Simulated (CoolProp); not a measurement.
A Linde-Hampson liquefier for normal hydrogen: isothermal reversible compression at 280 K from 1 atm to 30 MPa, throttling to 1 atm, return gas leaving the recuperator 5 K below the feed. Each further row changes one setting.

Values from CoolProp's reference Helmholtz-energy equation of state, Leachman 2009.

| case | compression work (kJ/kg of gas) |
|---|---|
| as stated | 6790 |
| high pressure 60 MPa | 7830 |
| warm-end temperature 310 K | 7500 |
| warm-end gap 10 K | 6790 |
